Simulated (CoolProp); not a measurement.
Vapour-liquid equilibrium of CH2F2 (R32) (1) + R227EA (2) at 262.9 K; x and y are mole fractions of (1).

Model: multi-fluid Helmholtz-energy mixture model, Tillner-Roth 1997 and Lemmon 2016; pair parameters Bell 2016, in CoolProp.

```
x     bubble pressure (MPa)  y at the bubble point  dew pressure at overall composition x (MPa)  liquid density (mol/L)
----  ---------------------  ---------------------  -------------------------------------------  ----------------------
0.05                 0.1576                  0.201                                       0.1367                   9.241
0.2                  0.2405                  0.542                                       0.1575                   10.19
0.35                 0.3189                  0.706                                       0.1858                   11.32
0.5                  0.3877                  0.800                                       0.2261                   12.71
0.65                 0.4479                  0.867                                       0.2876                   14.44
0.8                  0.5034                  0.922                                       0.3873                   16.69
0.95                 0.5586                  0.979                                       0.5307                   19.70
```

No azeotrope shows between x = 0.05 and 0.95.

The pair parameters rest on a limited set of measurements; away from them the model extrapolates.
